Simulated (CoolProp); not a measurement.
Model: reference Helmholtz-energy equation of state, Smukala 2000, in CoolProp.

Give the vapour pressure (bar), liquid density (kg/m³), vapour density (kg/m³), enthalpy of vaporisation (kJ/kg) of saturated ethylene at 155.3, 170.9, 209.8 K.


| T (K) | p (bar) | liquid density (kg/m³) | vapour density (kg/m³) | enthalpy of vaporisation (kJ/kg) |
|---|---|---|---|---|
| 155.3 | 0.406 | 587 | 0.898 | 502 |
| 170.9 | 1.11 | 565 | 2.27 | 480 |
| 209.8 | 6.67 | 505 | 12.3 | 413 |
